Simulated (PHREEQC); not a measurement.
Leach liquor: an equilibrium model

Make-up at 20 °C: 0.83 mol HCl, 0.0031 mol FeSO4 and 0.0013 mol Na2SO4 per kg of water. Closed to the air; pH follows from the charge balance.

Equilibrium calculation in PHREEQC: ion-association model, wateq4f.dat.

This is a speciation only: nothing precipitates in the calculation.

**Question.** Predict the pH, activity of water.

**Answer.** pH 0.21; activity of water 0.972.

**Question.** In which forms is Fe present?

**Answer.** Fe+2 80 %, FeCl+ 19 %, FeHSO4+ 0.7 % of the Fe.

Ionic strength above about 0.7 mol/kgw puts this run outside the model's range. Complexes and solids missing from the database can't appear.
